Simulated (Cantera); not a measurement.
An adiabatic, constant-pressure homogeneous reactor starts with H₂ : O₂ : N₂ = 1 : 1.35 : 5.08 (molar parts), equivalence ratio 0.37, at 1375 K and 9.87 atm. Integrator tolerance rtol = 1e-08.

Computed with Cantera and the H2/O2 subset of GRI-Mech 3.0, which has no nitrogen chemistry. The hydrogen kinetics of GRI-Mech 3.0 are dated; newer H2 mechanisms differ, most at raised pressure.

Question: What does this change do: constant volume in place of constant pressure?

Answer: 
```tsv
quantity	before	after
time of steepest temperature rise	3.20 µs	3.11 µs
temperature at 0.300 s	2301 K	2499 K
equilibrium temperature	2301 K	2499 K
x(H₂) at 0.300 s	0.000270 (gas-phase equilibrium 0.000270)	0.000582 (gas-phase equilibrium 0.000582)
x(O₂) at 0.300 s	0.121 (gas-phase equilibrium 0.121)	0.120 (gas-phase equilibrium 0.120)
x(H₂O₂) at 0.300 s	6.91e-7 (gas-phase equilibrium 6.91e-7)	1.40e-6 (gas-phase equilibrium 1.40e-6)
x(O) at 0.300 s	0.000553 (gas-phase equilibrium 0.000553)	0.00122 (gas-phase equilibrium 0.00122)
x(H) at 0.300 s	5.08e-5 (gas-phase equilibrium 5.08e-5)	0.000147 (gas-phase equilibrium 0.000147)
x(OH) at 0.300 s	0.00430 (gas-phase equilibrium 0.00430)	0.00731 (gas-phase equilibrium 0.00731)
```
